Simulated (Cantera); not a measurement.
A closed system holds: 1 mol Si, 0.14 mol CO2, 14 mol N2, at 1275 K.

Equilibrium computed with Cantera from the NASA thermochemical tables; the gas is ideal and each condensed phase is pure. Candidate condensed phases: C, Si, SiC, SiO2, Si2N2O, Si3N4; 34 gas species. N2 is the only nitrogen source here; it is nearly inert below about 1500 K, so the nitride shown seldom forms there in practice. Mutual solubility and eutectic melting of coexisting phases are not modelled. Equilibrium is a limit: real reactors are often held back by kinetics, nucleation or transport.

x: gas mole fraction; n: condensed amount in mol.

```tsv
P (Pa)	x N2	x SiO	x CO	x Si	x SiN	x Si2N	n SiC(s)	n Si2N2O(s)	n Si3N4(s)	n C(graphite)
0.100	0.999	0.000859	5.56e-5	7.74e-6	3.07e-8	1.34e-8	0.139	0.268	0.105	0
0.750	1.000	5.85e-5	5.56e-5	2.69e-7	2.93e-9	3.33e-10	0.139	0.278	0.101	0
5.60	1.000	4.01e-6	5.56e-5	9.44e-9	2.80e-10	8.34e-12	0.139	0.279	0.101	0
42	1.000	2.73e-7	5.56e-5	3.28e-10	2.67e-11	<1e-12	0.139	0.279	0.101	0
320	1.000	1.82e-8	[?]	1.11e-11	2.50e-12	<1e-12	0	0.279	0.147	0.139
2400	1.000	1.24e-9	[?]	<1e-12	<1e-12	<1e-12	0	0.280	0.147	0.140
18000	1.000	8.45e-11	[?]	<1e-12	<1e-12	<1e-12	0	0.280	0.147	0.140
130000	1.000	6.05e-12	[?]	<1e-12	<1e-12	<1e-12	0	0.280	0.147	0.140
1000000	1.00	<1e-12	[?]	<1e-12	<1e-12	<1e-12	0	0.280	0.147	0.140
```

Problem. Complete the blanks.

Solution. 
- 320, x CO: 3.96e-5
- 2400, x CO: 1.03e-5
- 18000, x CO: 2.70e-6
- 130000, x CO: 7.23e-7
- 1000000, x CO: 1.85e-7
